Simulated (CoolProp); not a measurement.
Vapour-liquid equilibrium of carbon dioxide (1) + isopentane (2) at 264.2 K; x and y are mole fractions of (1).

Computed with CoolProp (multi-fluid Helmholtz-energy mixture model, Span 1996 and Lemmon 2006; pair parameters Kunz 2012).

Task: Give the bubble pressure and the first vapour's composition at x = 0.45, 0.55, 0.95. Is there an azeotrope?

Result: x = 0.45: 1.474 MPa, y = 0.983; x = 0.55: 1.659 MPa, y = 0.985; x = 0.95: 2.552 MPa, y = 0.997. No azeotrope shows between x = 0.05 and 0.95.

Pair parameters are fitted to limited data, so mixtures are less certain than the pure fluids. The gap from Raoult's law changes sign with composition, which may be real or a fault of the pair parameters; it wasn't checked against measurements.
